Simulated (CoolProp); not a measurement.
Properties of methanol along the isotherm 620 K.

Model: reference Helmholtz-energy equation of state, de Reuck 1993, in CoolProp.

```tsv
p (MPa)	phase	cp (kJ/(kg K))	speed of sound (m/s)	Joule-Thomson coefficient (K/MPa)	Prandtl number
0.013	gas	2.140	427.8	3.405	0.787
0.0246	gas	2.141	427.7	3.408	0.788
0.0467	gas	2.143	427.5	3.413	0.788
0.0885	gas	2.146	427.2	3.423	0.788
0.168	gas	2.153	426.5	3.441	0.788
0.318	gas	2.165	425.3	3.476	0.789
0.603	gas	2.189	422.9	3.540	0.791
1.14	gas	2.237	418.5	3.655	0.795
2.17	gas	2.335	409.9	3.851	0.805
4.11	gas	2.548	394.4	4.104	0.831
```

Viscosity comes from a separate model (Xiang 2006). Thermal conductivity comes from a separate model (Sykioti 2013).
